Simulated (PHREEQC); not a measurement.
Na2SO4 is added in steps, without added water, to 1 kg of water holding 0.001 mol/kgw CuSO4, 0.011 mol/kgw CaCl2 and 7.5e-05 mol/kgw NaHCO3, at 20 °C. O2 is buffered at 0.21 atm. CO2 from the air is kept out. The run lets Calcite, Gypsum, Portlandite, Tenorite, Malachite, Brochantite, Antlerite, Atacamite, Halite, Mirabilite, Chalcanthite, Nahcolite, Natron precipitate or redissolve, and no other solid.

Base run: PHREEQC, ion-association model, wateq4f.dat. Each further column changes one thing. The table gives pH.

| Na2SO4 added (mol) | base | Debye-Hückel limiting law | metal-ligand complexes left out | all activity coefficients set to 1 |
|---|---|---|---|---|
| 0 | 5.32 | 5.39 | 5.31 | 5.12 |
| 0.00275 | 5.29 | 5.37 | 5.23 | 5.13 |
| 0.00825 | 5.28 | 5.37 | 5.19 | 5.14 |
| 0.011 | 5.29 | 5.38 | 5.18 | 5.15 |
| 0.01375 | 5.29 | 5.39 | 5.17 | 5.17 |
| 0.01925 | 5.31 | 5.42 | 5.16 | 5.20 |
| 0.022 | 5.31 | 5.43 | 5.16 | 5.22 |
| 0.02475 | 5.32 | 5.44 | 5.16 | 5.23 |
| 0.03025 | 5.33 | 5.47 | 5.15 | 5.27 |
| 0.033 | 5.33 | 5.48 | 5.15 | 5.28 |
| 0.03575 | 5.34 | 5.49 | 5.15 | 5.29 |
| 0.04125 | 5.35 | 5.51 | 5.15 | 5.32 |
| 0.044 | 5.35 | 5.52 | 5.15 | 5.33 |
